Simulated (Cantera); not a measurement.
Feed: 1 mol CH₃SiCl₃, 0.06 mol C₂H₄, 480 mol H₂, equilibrated at 1002 °C and 0.133 bar.

Cantera equilibrium calculation (NASA polynomials, part measured and part estimated; ideal gas, pure solids and liquids). Candidate condensed phases: C, C₆H₆, C₇H₈, C₈H₁₈, Si, SiC; 109 gas species. The feed counts by its element totals alone. Rates play no part.

Q: What is the equilibrium state?

A: 
* **x(H₂)**: 0.994
* **x(HCl)**: 0.00621
* **x(CH₄)**: 0.000250
* **x(H)**: 2.01e-6
* **x(SiCl₂)**: 1.27e-6
* **n(SiC(s))**: 0.999 mol
* **gas amount**: 483.0 mol
* **log10 activity of C(graphite) (absent)**: -0.69
* **log10 activity of Si(s) (absent)**: -1.90
